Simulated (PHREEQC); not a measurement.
Make-up at 25 °C and 10 atm: 0.28 mol/kgw NaCl and 4.7e-05 mol/kgw Na2SO4. Closed to the air; pH follows from the charge balance.

Model: ion-association model, phreeqc.dat, run in PHREEQC.

```
quantity                    before     after
------------------------  --------  --------
pH                            6.97      7.14
ionic strength (mol/kgw)     0.280     0.280
SO4-2 (mol/kgw)            3.44e-5   3.49e-5
NaSO4- (mol/kgw)           1.26e-5   1.21e-5
HSO4- (mol/kgw)           1.26e-10  7.00e-11
```

What was changed between the two runs?
A. 0.38 mol/kgw HF added
B. temperature from 25 to 60 °C
C. temperature from 25 to 15 °C
D. NaCl left out
E. temperature from 25 to 80 °C

C, temperature from 25 to 15 °C

Precipitation was switched off in this run.
